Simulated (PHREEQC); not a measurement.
0.41 g of hydrous ferric oxide (600 m²/g; 0.2 weak and 0.005 strong sites per Fe, Dzombak-Morel constants, diffuse double layer) in 1 kg of water with 0.05 mol/kgw of an inert sodium salt, at 25 °C; the pH is set by adding NaOH or the inert anion's acid. Oxygen alone is held at its pressure in air (log pO2 = -0.68). CO2 from the air is kept out. No solid was allowed to form.

Computed with PHREEQC (ion-association model, wateq4f.dat).

```tsv
pH	surface charge σ (C/m²)	surface potential ψ (mV)
3	0.357	169
3.5	0.335	166
4	0.294	160
4.5	0.239	149
5	0.181	135
5.5	0.130	118
6	0.089	99
6.5	0.058	78
7	0.034	56
7.5	0.017	31
8	0.003	6
8.5	-0.010	-20
9	-0.026	-45
9.5	-0.046	-69
10	-0.074	-90
10.5	-0.111	-110
11	-0.158	-128
```

The oxide is taken as insoluble; below pH 4 it would dissolve.
